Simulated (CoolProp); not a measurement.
1000 sccm (0 °C, 1 atm) of nitrogen bubbles through liquid o-xylene at 320.5 K and leaves saturated at a total pressure of 0.0792 MPa (ideal gas phase). Each further row changes one setting.

Computed with CoolProp (reference Helmholtz-energy equation of state, Zhou 2012).

```json
[
 {"case": "as stated", "vapour pressure (kPa)": "3.00", "mole fraction of vapour": "0.0378", "delivery (mg/min)": "186", "delivery (sccm)": "39.3", "change of delivery for a bath 1 K warmer (%)": "5.3"},
 {"case": "bath temperature 325.5 K", "vapour pressure (kPa)": "3.82", "mole fraction of vapour": "0.0483", "delivery (mg/min)": "240", "delivery (sccm)": "50.7", "change of delivery for a bath 1 K warmer (%)": "5.1"},
 {"case": "total pressure 0.158 MPa", "vapour pressure (kPa)": "3.00", "mole fraction of vapour": "0.0190", "delivery (mg/min)": "91.6", "delivery (sccm)": "19.3", "change of delivery for a bath 1 K warmer (%)": "5.2"}
]
```
